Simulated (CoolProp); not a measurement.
R22 along the isotherm 226.85 °C: density (kg/m³) from the reference equation and from simpler models built on Tc = 96.1 °C, pc = 4.990 MPa, ω = 0.221; each cubic takes its own stable root.

Model: reference Helmholtz-energy equation of state, Kamei 1995, in CoolProp.

```
p (MPa)          phase  reference  Soave-Redlich-Kwong  Peng-Robinson
-------  -------------  ---------  -------------------  -------------
0.0394             gas     0.8202               0.8202         0.8204
0.0614             gas      1.279                1.279          1.279
0.0956             gas      1.993                1.993          1.994
0.149              gas      3.110                3.109          3.112
0.232              gas      4.851                4.850          4.857
0.361              gas      7.571                7.569          7.584
0.562              gas      11.84                11.84          11.87
0.875              gas      18.57                18.56          18.65
1.36               gas      29.21                29.16          29.38
2.12               gas      46.38                46.24          46.77
3.3                gas      74.38                73.91          75.22
5.15     supercritical      121.8                120.2          123.4
8.01     supercritical      204.3                197.9          205.8
12.5     supercritical      350.8                327.5          345.2
```
